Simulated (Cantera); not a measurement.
Feed: 1 mol Si, 2.2 mol Cl₂, 15 mol H₂, held at 1500 K and 315 Torr.

Method: chemical equilibrium by Gibbs-energy minimisation in Cantera with the NASA 1993 tables (ideal gas, pure condensed phases). Candidate condensed phases: Si; 19 gas species. The tables' values for SiCl₃ are old estimates; treat these amounts as uncertain. Kinetics and transport are ignored.

Base state: H₂ 0.823, HCl 0.118, SiCl₂ 0.0403, SiCl₃ 0.00845, SiCl₄ 0.00563, SiHCl₃ 0.00407, SiH₂Cl₂ 0.000469, H 2.46e-5 (mole fractions); condensed: gas only.

### Question
What changes in the equilibrium state with this change: temperature from 1500 K to 823 K?

### Answer
```csv
species,before,after
H₂,0.823,0.911
SiCl₄,0.00563,0.0593
HCl,0.118,0.0271
SiCl₂,0.0403,2.71e-8
H,2.46e-5,<1e-9
SiH₃Cl,1.58e-5,6.54e-9
SiCl₃,0.00845,4.23e-6
SiH₂Cl₂,0.000469,8.20e-6
SiHCl₃,0.00407,0.00240
```

### Question
What changes in the equilibrium state with this change: temperature from 1500 K to 875 K?

### Answer
```tsv
species	before	after
H₂	0.823	0.910
SiCl₄	0.00563	0.0577
HCl	0.118	0.0288
SiCl₂	0.0403	3.19e-7
H	2.46e-5	<1e-9
SiCl₃	0.00845	1.78e-5
SiH₃Cl	1.58e-5	3.85e-8
SiH₂Cl₂	0.000469	2.53e-5
SiHCl₃	0.00407	0.00399
```
